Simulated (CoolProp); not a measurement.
Vapour pressure (MPa) of ethylbenzene: the reference equation beside estimates from Tc = 617.1 K, pc = 3.622 MPa, ω = 0.304. Clausius-Clapeyron is anchored at 349.5 K with a constant enthalpy of vaporisation of 39.27 kJ/mol.

Values from CoolProp's reference Helmholtz-energy equation of state, Zhou 2012.

| T (K) | reference | Lee-Kesler | Clausius-Clapeyron | van der Waals | Redlich-Kwong | Soave-Redlich-Kwong | Peng-Robinson |
|---|---|---|---|---|---|---|---|
| 337.8 | 0.009045 | 0.008683 | 0.009124 | 0.1814 | 0.02639 | 0.008852 | 0.009306 |
| 349.5 | 0.01457 | 0.01407 | 0.01457 | 0.2236 | 0.03938 | 0.01429 | 0.01487 |
| 361.2 | 0.02262 | 0.02199 | 0.02257 | 0.2723 | 0.05689 | 0.02225 | 0.02295 |
| 372.9 | 0.03399 | 0.03325 | 0.03402 | 0.3278 | 0.07986 | 0.03353 | 0.03431 |
| 384.5 | 0.04944 | 0.04865 | 0.04985 | 0.3899 | 0.1090 | 0.04891 | 0.04972 |
| 396.2 | 0.07027 | 0.06952 | 0.07165 | 0.4601 | 0.1459 | 0.06974 | 0.07047 |
| 407.9 | 0.09753 | 0.09697 | 0.1009 | 0.5384 | 0.1914 | 0.09709 | 0.09762 |
| 419.5 | 0.1322 | 0.1320 | 0.1389 | 0.6242 | 0.2461 | 0.1320 | 0.1321 |
| 431.2 | 0.1761 | 0.1765 | 0.1886 | 0.7194 | 0.3119 | 0.1764 | 0.1760 |
| 442.9 | 0.2307 | 0.2319 | 0.2518 | 0.8237 | 0.3896 | 0.2317 | 0.2304 |
| 454.5 | 0.2967 | 0.2990 | 0.3306 | 0.9364 | 0.4795 | 0.2989 | 0.2965 |
| 466.2 | 0.3770 | 0.3806 | 0.4291 | 1.060 | 0.5840 | 0.3809 | 0.3771 |
| 477.9 | 0.4728 | 0.4779 | 0.5499 | 1.193 | 0.7037 | 0.4790 | 0.4735 |

Absolute difference from the reference over all 13 rows, mean and median: Lee-Kesler 1.5 and 1.1 %, Clausius-Clapeyron 5.4 and 3.5 %, van der Waals 653.1 and 452.0 %, Redlich-Kwong 105.4 and 96.2 %, Soave-Redlich-Kwong 1.0 and 1.0 %, Peng-Robinson 0.7 and 0.1 %.
